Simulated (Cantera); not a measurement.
A perfectly stirred reactor is fed with 22.6 % H2, 32.3 % O2, 45.2 % N2, at 0.132 atm; it is held at 1398 K, and followed from long to short residence time.

Cantera simulation using the H2/O2 subset of GRI-Mech 3.0, which has no nitrogen chemistry; the numbers are that mechanism's predictions, not measurements. The temperature is held fixed by assumption; the heat of reaction is taken as removed at once.

x: mole fraction; the columns are a selection and need not sum to one.

```csv
τ (s),x H2,x O2,x H2O,x H2O2,x HO2,x H
0.40,0.000321,0.236,0.253,[?],4.89e-6,6.75e-5
0.13,0.000674,0.235,0.252,[?],8.45e-6,0.000210
0.042,0.00141,0.235,0.250,[?],1.32e-5,0.000652
0.013,0.00297,0.234,0.247,[?],1.87e-5,0.00208
0.0044,0.00577,0.232,0.239,[?],2.28e-5,0.00587
0.0014,0.0111,0.229,0.224,1.61e-6,2.51e-5,0.0163
0.00046,0.0190,0.226,0.197,1.67e-6,2.47e-5,0.0368
0.00015,0.0303,0.225,0.165,1.60e-6,2.30e-5,0.0614
```

Question: Some entries are withheld; supply them.

Answer: 
- 0.40, x H2O2: 3.27e-7
- 0.13, x H2O2: 4.96e-7
- 0.042, x H2O2: 7.28e-7
- 0.013, x H2O2: 1.03e-6
- 0.0044, x H2O2: 1.35e-6
